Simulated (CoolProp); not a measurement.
Vapour-liquid equilibrium of hydrogen sulfide (1) + isobutane (2) at 215.8 K; x and y are mole fractions of (1).

Computed with CoolProp (multi-fluid Helmholtz-energy mixture model, Lemmon 2006 and Bücker 2006; pair parameters Kunz 2012).

```csv
x,bubble pressure (MPa),y at the bubble point,dew pressure at overall composition x (MPa),liquid density (mol/L)
0.05,0.02353,0.556,0.01147,11.43
0.125,0.04168,0.766,0.01242,12.05
0.2,0.05754,0.842,…,12.72
0.275,0.07038,0.879,0.01486,…
0.35,0.08015,0.901,0.01649,14.26
0.425,0.08727,0.914,0.01850,15.15
0.5,0.09238,0.923,0.02108,…
0.575,0.09617,…,0.02450,17.24
0.65,0.09929,0.936,0.02923,18.50
0.725,0.1023,…,0.03622,19.94
0.8,0.1055,0.951,0.04753,21.61
0.875,…,0.963,0.06861,…
0.95,0.1140,0.982,0.1053,25.89
```

**Question.** Complete the blanks.

**Answer.** 
- 0.2, dew pressure at overall composition x (MPa): 0.01353
- 0.275, liquid density (mol/L): 13.45
- 0.5, liquid density (mol/L): 16.13
- 0.575, y at the bubble point: 0.930
- 0.725, y at the bubble point: 0.942
- 0.875, bubble pressure (MPa): 0.1094
- 0.875, liquid density (mol/L): 23.57

No azeotrope shows between x = 0.05 and 0.95.

The pair parameters rest on a limited set of measurements; away from them the model extrapolates. With so large a gap from Raoult's law the liquid may split in two, which this calculation doesn't test in full.
